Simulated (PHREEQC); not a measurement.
0.67 g of hydrous ferric oxide (600 m²/g; 0.2 weak and 0.005 strong sites per Fe, Dzombak-Morel constants, diffuse double layer) in 1 kg of water with 0.005 mol/kgw of an inert sodium salt, at 25 °C; the pH is set by adding NaOH or the inert anion's acid. O2 is buffered at 0.21 atm. No CO2 enters from the air. Nothing may precipitate in this run.

Base run: PHREEQC, ion-association model, wateq4f.dat. Each further column changes one thing. The table gives surface charge σ (C/m²).

```csv
pH,base,background salt from 0.005 to 0.0005 mol/kgw,oxide from 0.67 to 3.4 g/kgw,0.006 mol/kgw CuCl2 added
3,0.306,0.252,0.319,0.345
3.75,0.215,0.134,0.231,0.288
4.88,0.100,0.046,0.106,0.224
5.62,0.054,0.021,0.056,0.259
6.38,0.026,0.009,0.026,0.252
7.12,0.011,0.004,0.011,0.195
8.25,-0.001,0.000,-0.001,0.085
9,-0.009,-0.003,-0.009,0.038
```

The oxide is taken as insoluble; below pH 4 it would dissolve. In at least one series the solution becomes supersaturated in solids that the run did not let form, among them Cu(OH)2, Atacamite. The database's constant for dissolved Cu(OH)2 is higher than later reviews accept.
